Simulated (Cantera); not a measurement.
An adiabatic, constant-volume homogeneous reactor starts with CH4 : O2 : N2 : H2O = 1 : 1.33 : 10.8 : 0.5 (molar parts), equivalence ratio 1.5, at 1700 K and 1.00 bar. Integrator tolerance rtol = 1e-08.

Cantera simulation using GRI-Mech 3.0 (53 species, 325 reactions); the numbers are that mechanism's predictions, not measurements.

Q: What does this change do: constant pressure in place of constant volume?

A: 
| quantity | before | after |
|---|---|---|
| time of steepest temperature rise | 0.404 ms | 0.430 ms |
| temperature at 0.600 s | 2631 K | 2462 K |
| equilibrium temperature | 2631 K | 2462 K |
| x(CH4) at 0.600 s | <1e-12 (gas-phase equilibrium <1e-12) | <1e-12 (gas-phase equilibrium <1e-12) |
| x(O2) at 0.600 s | 0.000527 (gas-phase equilibrium 0.000527) | 0.000187 (gas-phase equilibrium 0.000187) |
| x(H2O) at 0.600 s | 0.122 (gas-phase equilibrium 0.122) | 0.125 (gas-phase equilibrium 0.125) |
| x(CO2) at 0.600 s | 0.0202 (gas-phase equilibrium 0.0202) | 0.0217 (gas-phase equilibrium 0.0217) |
| x(C2H6) at 0.600 s | <1e-12 (gas-phase equilibrium <1e-12) | <1e-12 (gas-phase equilibrium <1e-12) |
| x(CH3) at 0.600 s | <1e-12 (gas-phase equilibrium <1e-12) | <1e-12 (gas-phase equilibrium <1e-12) |
| x(NO2) at 0.600 s | 7.00e-8 (gas-phase equilibrium 7.00e-8) | 1.73e-8 (gas-phase equilibrium 1.73e-8) |

Q: What does this change do: 0.1 parts C2H6 added?

A: 
| quantity | before | after |
|---|---|---|
| time of steepest temperature rise | 0.404 ms | 0.127 ms |
| temperature at 0.600 s | 2631 K | 2574 K |
| equilibrium temperature | 2631 K | 2574 K |
| x(CH4) at 0.600 s | <1e-12 (gas-phase equilibrium <1e-12) | 1.31e-12 (gas-phase equilibrium 1.49e-12) |
| x(O2) at 0.600 s | 0.000527 (gas-phase equilibrium 0.000527) | 0.000109 (gas-phase equilibrium 0.000109) |
| x(H2O) at 0.600 s | 0.122 (gas-phase equilibrium 0.122) | 0.112 (gas-phase equilibrium 0.112) |
| x(CO2) at 0.600 s | 0.0202 (gas-phase equilibrium 0.0202) | 0.0160 (gas-phase equilibrium 0.0160) |
| x(C2H6) at 0.600 s | <1e-12 (gas-phase equilibrium <1e-12) | <1e-12 (gas-phase equilibrium <1e-12) |
| x(CH3) at 0.600 s | <1e-12 (gas-phase equilibrium <1e-12) | 2.35e-12 (gas-phase equilibrium 2.67e-12) |
| x(NO2) at 0.600 s | 7.00e-8 (gas-phase equilibrium 7.00e-8) | 1.38e-8 (gas-phase equilibrium 1.38e-8) |
